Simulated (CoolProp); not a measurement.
Vapour pressure (kPa) of carbon monoxide: the reference equation beside estimates from Tc = -140.3 °C, pc = 3498 kPa, ω = 0.050. Clausius-Clapeyron is anchored at -168.15 °C with a constant enthalpy of vaporisation of 4.859 kJ/mol.

The numbers come from the reference Helmholtz-energy equation of state, Lemmon 2006 in CoolProp. It is a short technical equation, of lower accuracy than the large ones.

```
T (°C)   reference  Lee-Kesler  Clausius-Clapeyron  van der Waals  Redlich-Kwong  Soave-Redlich-Kwong  Peng-Robinson
-------  ---------  ----------  ------------------  -------------  -------------  -------------------  -------------
-176.85      409.6       410.1               468.2          835.7          407.7                410.8          410.7
-172.55      568.9       569.4               606.9           1035          574.0                572.1          569.9
-168.15      774.2       774.3               774.2           1267          788.4                780.3          775.4
-163.85       1022        1021               963.7           1524           1046                 1032           1024
-159.55       1321        1319                1180           1812           1356                 1336           1325
-155.15       1688        1684                1429           2138           1732                 1708           1695
-150.85       2112        2108                1701           2490           2161                 2137           2123
-146.55       2610        2608                2001           2876           2655                 2635           2624
```

Absolute difference from the reference over all 8 rows, mean and median: Lee-Kesler 0.1 and 0.1 %, Clausius-Clapeyron 11.9 and 12.5 %, van der Waals 48.8 and 43.1 %, Redlich-Kwong 1.9 and 2.1 %, Soave-Redlich-Kwong 0.9 and 1.0 %, Peng-Robinson 0.3 and 0.3 %.
